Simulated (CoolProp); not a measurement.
Vapour-liquid equilibrium of propane (1) + neopentane (2) at 11.75 °C; x and y are mole fractions of (1).

Model: multi-fluid Helmholtz-energy mixture model, Lemmon 2009 and Lemmon 2006; pair parameters Bell 2016, in CoolProp.

**Question.** Give the bubble pressure and the first vapour's composition at x = 0.25, 0.85, 0.95. Is there an azeotrope?

**Answer.** x = 0.25: 0.1823 MPa, y = 0.538; x = 0.85: 0.5485 MPa, y = 0.980; x = 0.95: 0.6306 MPa, y = 0.995. No azeotrope shows between x = 0.05 and 0.95.

The pair parameters rest on a limited set of measurements; away from them the model extrapolates.
